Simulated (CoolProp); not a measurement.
The fluid at 426.23 K and 1.06 MPa flows at 6.2 m/s in a round tube of 25 mm bore and 0.25 µm roughness, fully developed (64/Re and Nu = 3.66 if laminar; Colebrook and Gnielinski if turbulent). The same conditions are run with several fluids, on thermodynamics alone (safety and materials aside).

Computed with CoolProp (reference Helmholtz-energy equation of state of each fluid (ammonia: Gao 2020; R227EA: Lemmon 2016; propylene: Lemmon 2013; CF4 (R14): Platzer 1990; R245fa: Akasaka 2015)). The equations of Platzer and Polt are older, rougher fits.

Problem. Rank ammonia, R227EA, propylene, CF4 (R14), R245fa by Reynolds number, highest first.

Solution. R227EA (508000), R245fa (406000), CF4 (R14) (175000), propylene (165000), ammonia (54300)

```
fluid      Darcy friction factor  pressure drop (Pa/m)  heat-transfer coefficient (W/(m² K))  mass flow (kg/h)
---------  ---------------------  --------------------  ------------------------------------  ----------------
ammonia                   0.0205                  82.9                                   213              57.5
R227EA                    0.0133                   564                                   646               606
propylene                 0.0163                   166                                   381               145
CF4 (R14)                 0.0161                   328                                   313               290
R245fa                    0.0138                   476                                   622               491
```

Transport values come from each fluid's own correlations; those of R227EA, propylene, CF4 (R14), R245fa are estimates that may be off by 10 % or more.
